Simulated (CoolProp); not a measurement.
The fluid at 706.03 K and 12.1 MPa is throttled through a valve to 6.62 MPa with no heat exchange. The same conditions are run with several fluids, on thermodynamics alone (safety and materials aside).

Values from CoolProp's reference Helmholtz-energy equation of state of each fluid (ammonia: Gao 2020; dry air: Lemmon 2000; oxygen: Schmidt 1985; nitrogen: Span 2000; normal hydrogen: Leachman 2009). Blends and air are pseudo-pure fits.

Problem. Rank ammonia, dry air, oxygen, nitrogen, normal hydrogen by temperature change (K), highest first.

Solution. normal hydrogen (+3.1), nitrogen (+1.8), dry air (+1.4), oxygen (-0.1), ammonia (-11.3)

```csv
fluid,final phase,final density (kg/m³)
ammonia,gas,20.0
dry air,supercritical,31.8
oxygen,supercritical,35.4
nitrogen,supercritical,30.7
normal hydrogen,supercritical,2.22
```

Above 300 K oxygen's equation is extrapolated.
